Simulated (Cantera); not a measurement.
**Stirred combustor or abatement burner**

A perfectly stirred reactor is fed with CH₃OH : O₂ : N₂ = 1 : 2.21 : 8.29 (molar parts), at 960000 Pa; it is adiabatic with a 350 K inlet, and is followed from long to short residence time, starting on the burning branch (τ in s: 0.32, 0.15, 0.065, 0.029, 0.013, 0.0059, 0.0026, 0.0012, 0.00053, 0.00024, 0.00011, 4.8e-05, 2.2e-05).

Detailed kinetics in Cantera: GRI-Mech 3.0 (53 species, 325 reactions). GRI-Mech 3.0 was tuned for natural gas; its chemistry of methanol as a main component is partial and can be far from experiment.

```
τ (s)    T (K)   x CH₃OH    x O₂    x CH₃      x OH   x H₂O₂      x H₂    x NO₂
-------  -----  --------  ------  -------  --------  -------  --------  -------
0.32      1893   2.84e-7  0.0589  8.62e-9  0.000646  1.67e-7   3.04e-5  6.16e-7
0.15      1893   5.88e-7  0.0590  1.73e-8  0.000666  1.75e-7   3.37e-5  3.30e-7
0.065     1892   1.28e-6  0.0590  3.52e-8  0.000706  1.93e-7   4.12e-5  1.84e-7
0.029     1891   2.59e-6  0.0591  6.38e-8  0.000777  2.27e-7   5.57e-5  1.24e-7
0.013     1889   5.00e-6  0.0591  1.05e-7  0.000890  2.87e-7   8.21e-5  1.01e-7
0.0059    1886   9.23e-6  0.0593  1.58e-7   0.00105  3.83e-7  0.000127  9.41e-8
0.0026    1880   1.70e-5  0.0595  2.31e-7   0.00126  5.36e-7  0.000208  9.38e-8
0.0012    1872   3.00e-5  0.0599  3.33e-7   0.00149  7.51e-7  0.000333  9.06e-8
0.00053   1856   5.52e-5  0.0608  5.26e-7   0.00175  1.09e-6  0.000552  7.85e-8
0.00024   1829  0.000104  0.0624  9.48e-7   0.00192  1.60e-6  0.000907  5.97e-8
0.00011   1771  0.000238  0.0663  2.04e-6   0.00169  2.78e-6   0.00159  3.86e-8
4.8e-5     350    0.0870   0.192   <1e-12    <1e-12   <1e-12    <1e-12   <1e-12
2.2e-5     350    0.0870   0.192   <1e-12    <1e-12   <1e-12    <1e-12   <1e-12
```
x: mole fraction; the columns are a selection and need not sum to one.
